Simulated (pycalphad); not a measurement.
## Effect of Si content in Al-Si

Source of the numbers: pycalphad with the COST 507 light-alloy database (1999); pressure 1 atm. The data set is of 1999 and partly superseded. Phase fractions are per mole of atoms.

Problem. One of these alloys has its liquidus at 1624 K, its solidus at 850 K, and holds diamond (Si) 0.82, liquid 0.18 at 1100 K. Which?
A. Al-29.93Si (wt.%)
B. Al-59.17Si (wt.%)
C. Al-87.74Si (wt.%)
D. Al-15.06Si (wt.%)

Solution. C, Al-87.74Si (wt.%). The others: Al-15.06Si (wt.%), liquidus 890, solidus 850; Al-29.93Si (wt.%), liquidus 1093, solidus 850; Al-59.17Si (wt.%), liquidus 1415, solidus 850
